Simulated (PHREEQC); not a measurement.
1 kg of water holding 0.12 mol/kgw NaCl and 0.05 mol/kgw Na2SO4 is evaporated at 25 °C; the solids stay in contact with the brine. CO2 from the air is kept out. The run lets Halite, Mirabilite, Thenardite precipitate or redissolve, and no other solid.

Equilibrium calculation in PHREEQC: Pitzer model, pitzer.dat.

```
water left (kg)  ionic strength  water activity  Halite (mol)
---------------  --------------  --------------  ------------
1                         0.270           0.994             0
0.6755                    0.400           0.991             0
0.4563                    0.592           0.987             0
0.3082                    0.876             [?]             0
0.2082                     1.30             [?]             0
0.1407                     1.92           0.959             0
0.09502                     [?]           0.939             0
0.05275                     [?]           0.883             0
0.03564                     [?]           0.812             0
0.02407                    7.56             [?]             0
0.01627                    7.62           0.743        0.0300
0.01099                    7.62           0.743           [?]
0.007426                   7.62           0.743           [?]
0.005012                   7.62           0.743        0.0923
```

Question: What belongs in the gaps?

Answer: 
- 0.3082, water activity: 0.981
- 0.2082, water activity: 0.972
- 0.09502, ionic strength: 2.84
- 0.05275, ionic strength: 5.12
- 0.03564, ionic strength: 7.58
- 0.02407, water activity: 0.762
- 0.01099, Halite (mol): 0.0592
- 0.007426, Halite (mol): 0.0789
